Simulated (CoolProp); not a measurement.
Vapour-liquid equilibrium of benzene (1) + n-octane (2) at 52.65 °C; x and y are mole fractions of (1).

Computed with CoolProp (multi-fluid Helmholtz-energy mixture model, Thol 2012 and Beckmüller 2019; pair parameters Bell 2016).

Problem. Give the bubble pressure and the first vapour's composition at x = 0.25, 0.35, 0.75. Is there an azeotrope?

Solution. x = 0.25: 0.01827 MPa, y = 0.683; x = 0.35: 0.02198 MPa, y = 0.767; x = 0.75: 0.03350 MPa, y = 0.927. No azeotrope shows between x = 0.05 and 0.95.

Pair parameters are fitted to limited data, so mixtures are less certain than the pure fluids.
